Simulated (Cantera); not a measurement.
Thermodynamics of fluorocarbon and chlorocarbon gases, feed CF₄ + F₂ + H₂

A closed system holds: 1 mol CF₄, 0.35 mol F₂, a varied amount of H₂, held at 2325 K and 4.20 Pa.

Cantera equilibrium calculation (NASA polynomials, part measured and part estimated; ideal gas, pure solids and liquids). Candidate condensed phases: C, C₆H₆, C₇H₈, C₈H₁₈; 95 gas species. Rates play no part.

From 0.3 mol H₂ to 2.5 mol H₂ the condensed part is C(graphite). The main C-bearing gas is CF at 0.3 mol H₂ and C₃ at 2.5 mol H₂. The share of C in condensed phases is highest at 2.5 mol H₂ (98.4 %) and lowest at 0.3 mol H₂ (85.9 %).

| n(H₂) (mol) | x HF | x F | x H | x CF | x CF₂ | n C(graphite) |
|---|---|---|---|---|---|---|
| 0.3 | 0.129 | 0.842 | 0.000563 | 0.0154 | 0.0126 | 0.859 |
| 0.37 | 0.158 | 0.813 | 0.000718 | 0.0148 | 0.0118 | 0.866 |
| 0.45 | 0.192 | 0.781 | 0.000909 | 0.0142 | 0.0108 | 0.872 |
| 0.56 | 0.239 | 0.736 | 0.00120 | 0.0134 | 0.00962 | 0.882 |
| 0.69 | 0.294 | 0.683 | 0.00159 | 0.0125 | 0.00829 | 0.892 |
| 0.86 | 0.365 | 0.614 | 0.00219 | 0.0112 | 0.00669 | 0.905 |
| 1.1 | 0.465 | 0.517 | 0.00332 | 0.00943 | 0.00474 | 0.923 |
| 1.3 | 0.547 | 0.436 | 0.00463 | 0.00795 | 0.00337 | 0.936 |
| 1.6 | 0.668 | 0.315 | 0.00781 | 0.00576 | 0.00177 | 0.953 |
| 2 | 0.816 | 0.161 | 0.0187 | 0.00294 | 0.000461 | 0.973 |
| 2.5 | 0.870 | 0.0360 | 0.0891 | 0.000658 | 2.31e-5 | 0.984 |
x: gas mole fraction; n: condensed amount in mol.
